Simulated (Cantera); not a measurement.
Feed: 1 mol FeS2, 0.64 mol H2, 1.6 mol N2, held at 5600 Pa.

Equilibrium computed with Cantera from the NASA thermochemical tables; the gas is ideal and each condensed phase is pure. Candidate condensed phases: Fe, FeS, FeS2, S; 16 gas species. FeS: taken at fixed stoichiometry. The numbers say what is thermodynamically allowed, not how fast it happens. All values below are at 2048 K.

Base state: N2 0.577, H2 0.211, S2 0.167, SH 0.0149, H2S 0.0106, S 0.00748, Fe 0.00719, H 0.00434 (mole fractions); condensed: FeS(l).

Question: What changes in the equilibrium state with this change: FeS2 replaced by PbS?

Answer: 
```tsv
species	before	after
N2	0.577	0.456
H2	0.211	0.171
Pb	0	0.152
PbS	0	0.133
S2	0.167	0.0667
H2S	0.0106	0.00542
SH	0.0149	0.00846
Fe	0.00719	0
SN	1.24e-5	6.95e-6
S	0.00748	0.00472
FeS(l), mol	0.980	0
```
Further candidate phases: Pb, PbS.
